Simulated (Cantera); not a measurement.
Feed: 1 mol SiH2Cl2, 0.91 mol NH3, equilibrated at 1.33 mbar.

Equilibrium computed with Cantera from the NASA thermochemical tables; the gas is ideal and each condensed phase is pure. Candidate condensed phases: NH4Cl, Si, Si3N4; 28 gas species. Rates play no part.

Over these rows the condensed part is Si3N4(s). Partial pressures as log10 of bar:

| T (K) | 1000/T (1/K) | log p N2 | log p H2 | log p HCl | log p SiCl4 | log p SiCl2 |
|---|---|---|---|---|---|---|
| 1098 | 0.9107 | -6.70 | -3.07 | -3.46 | -3.93 | -5.12 |
| 1148 | 0.8711 | -6.43 | -3.08 | -3.43 | -4.01 | -4.67 |
| 1198 | 0.8347 | -5.98 | -3.10 | -3.39 | -4.16 | -4.36 |
| 1248 | 0.8013 | -5.47 | -3.12 | -3.35 | -4.37 | -4.15 |
| 1298 | 0.7704 | -5.00 | -3.14 | -3.34 | -4.66 | -4.00 |
| 1348 | 0.7418 | ? | -3.15 | -3.36 | -5.01 | -3.88 |

Fit log p(N2) = a + b·(1000/T) to the five rows, give the apparent enthalpy, and predict the row at 1348 K.

Means: 1000/T = 0.8376, log p = -5.916. Sxy = -0.152089, Sxx = 0.0123078, so b = -12.36 and a = -5.916 − (-12.36)×0.8376 = 4.44.
Apparent enthalpy: −19.145 × (-12.36) = 237 kJ/mol. With the condensed phases at unit activity, 1/2 Si3N4(s) + 3/2 SiCl4(g) = N2(g) + 3 SiCl2(g) links this pressure to the main gases: over the six rows their terms move log p by -5.34 in all, so the slope isn't that reaction's ΔH° alone. The five rows lie within 0.12 of the line; that is curvature, so one enthalpy describes this range poorly.
Prediction at 1348 K: 4.44 + (-12.36)×0.7418 = -4.73. The computed value is -4.65, 0.08 from the line.
